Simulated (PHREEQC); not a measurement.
1 kg of water holding 0.24 mol/kgw K2SO4, 0.032 mol/kgw KCl, 0.0042 mol/kgw K2CO3 and 0.0052 mol/kgw KHCO3 is evaporated at 25 °C; the solids stay in contact with the brine. CO2 is held at log p = -3.4 (atm). Solids allowed: Arcanite, Kalicinite, Misenite, Sylvite. Others were left out.

Model: Pitzer model, pitzer.dat, run in PHREEQC.

```
water left (kg)  ionic strength  water activity  Arcanite (mol)  Sylvite (mol)  C in solution (mol/kgw)  Cl in solution (mol/kgw)  S in solution (mol/kgw)
---------------  --------------  --------------  --------------  -------------  -----------------------  ------------------------  -----------------------
1                         0.767           0.989               0              0                   0.0119                    0.0320                    0.240
0.5552                     1.38           0.982               0              0                   0.0202                    0.0576                    0.432
0.3082                     1.90           0.975          0.0606              0                   0.0341                     0.104                    0.582
0.1711                     1.92           0.973           0.147              0                   0.0573                     0.187                    0.543
0.09503                    1.96           0.969           0.194              0                   0.0965                     0.337                    0.479
0.05277                    2.11           0.961           0.220              0                    0.163                     0.606                    0.385
0.02932                    2.55           0.945           0.232              0                    0.277                      1.09                    0.269
0.0163                     3.63           0.913           0.237              0                    0.475                      1.96                    0.157
0.009065                   5.91           0.845           0.239              0                    0.829                      3.53                   0.0686
0.005049                   7.55           0.812           0.240         0.0143                     1.47                      3.51                   0.0440
```

Arcanite from water left = 0.375 kg (pH 9.28); Sylvite from water left = 0.007462 kg (pH 10.26).
